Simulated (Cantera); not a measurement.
A Cantera script and its output.

```python
import numpy as np
import cantera as ct

gas = ct.Solution("gri30.yaml")
gas.TPX = 700, 101325, {'CH4': 1, 'O2': 1.43, 'N2': 5.37}
flame = ct.FreeFlame(gas, width=0.04)
flame.set_refine_criteria(ratio=3, slope=0.08, curve=0.16)
flame.transport_model = "mixture-averaged"
flame.solve(loglevel=0, auto=True)
z, T = flame.grid, flame.T
thick = (T[-1] - T[0]) / np.gradient(T, z).max()
show = ['CH4', 'O2', 'H', 'CH2O', 'CO2', 'NO2']
print(f"laminar burning velocity  {flame.velocity[0] * 100:.3f} cm/s")
print(f"burnt temperature         {T[-1]:.1f} K")
print(f"thermal thickness         {thick * 1e3:.4f} mm")
print(f"grid points               {len(z)}")
z0 = z[flame.heat_release_rate.argmax()]
print(f"{'z/mm':>9s}{'T/K':>9s}{'u/(m/s)':>9s}" + "".join(f"{s:>11s}" for s in show))
rows = []
for k in (-3, -2, -1.5, -1, -0.5, -0.25, 0, 0.25, 0.5, 1, 2, 4, 8):
    zz = z0 + k * thick
    rows.append([k * thick, np.interp(zz, z, T), np.interp(zz, z, flame.velocity),
                 *(np.interp(zz, z, flame.X[gas.species_index(s)]) for s in show)])
    print(f"{rows[-1][0] * 1e3:9.3f}{rows[-1][1]:9.1f}{rows[-1][2]:9.3f}" + "".join(f"{x:11.3e}" for x in rows[-1][3:]))
```

It prints:

```
laminar burning velocity  111.192 cm/s
burnt temperature         2261.4 K
thermal thickness         0.4077 mm
grid points               137
     z/mm      T/K  u/(m/s)        CH4         O2          H       CH2O        CO2        NO2
   -1.223    700.5    1.116  1.277e-01  1.827e-01  2.297e-11  3.716e-07  4.792e-07  4.171e-10
   -0.815    705.2    1.130  1.264e-01  1.814e-01  1.966e-09  5.427e-06  7.651e-06  5.568e-09
   -0.612    721.2    1.163  1.242e-01  1.792e-01  4.746e-08  2.835e-05  4.414e-05  2.565e-08
   -0.408    816.0    1.333  1.150e-01  1.705e-01  2.629e-06  2.178e-04  4.394e-04  1.200e-07
   -0.204   1228.5    2.055  7.834e-02  1.306e-01  1.064e-04  1.026e-03  3.993e-03  1.224e-07
   -0.102   1602.3    2.723  4.309e-02  8.676e-02  7.489e-04  1.171e-03  9.664e-03  4.953e-08
    0.000   1937.4    3.335  1.274e-02  4.039e-02  3.142e-03  6.089e-04  1.816e-02  1.020e-08
    0.102   2107.6    3.641  2.061e-03  1.395e-02  6.193e-03  1.849e-04  2.655e-02  2.396e-09
    0.204   2162.5    3.733  2.858e-04  4.492e-03  7.890e-03  4.040e-05  3.292e-02  1.646e-09
    0.408   2186.5    3.764  8.318e-06  8.148e-04  8.444e-03  1.653e-06  3.932e-02  1.872e-09
    0.815   2200.3    3.780  4.923e-08  3.719e-04  7.686e-03  1.289e-08  4.205e-02  2.154e-09
    1.631   2216.2    3.803  1.349e-10  2.557e-04  6.372e-03  1.698e-09  4.227e-02  2.232e-09
    3.261   2234.2    3.830  3.792e-13  1.481e-04  4.794e-03  1.730e-09  4.212e-02  2.180e-09
```

Model: GRI-Mech 3.0 (53 species, 325 reactions), integrated in Cantera. Burning velocities carry a grid error of a few per cent, more on coarse grids.
